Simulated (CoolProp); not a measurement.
Saturation properties of carbonyl sulfide (Tc = 378.8 K, pc = 6369 kPa, ω = 0.098).

Computed with CoolProp (reference Helmholtz-energy equation of state, Lemmon 2006). It is a short technical equation, of lower accuracy than the large ones.

```csv
T (K),p (kPa),vapour density (kg/m³),enthalpy of vaporisation (kJ/kg),liquid cp (kJ/(kg K)),surface tension (mN/m)
276.8,723.7,21.26,266.9,1.287,11.4
281.9,836.4,24.44,262.1,1.304,10.6
286.9,958.8,27.92,257.1,1.322,9.87
292,1097,31.86,251.8,1.342,9.11
297,1245,36.15,246.4,1.364,8.38
302.1,1411,41.00,240.6,1.389,7.66
307.2,1593,46.40,234.5,1.417,6.95
312.2,1787,52.27,228.2,1.449,6.28
```

It boils at 223.0 K under 1 atm.

Surface tension comes from a separate correlation (Mulero 2012).
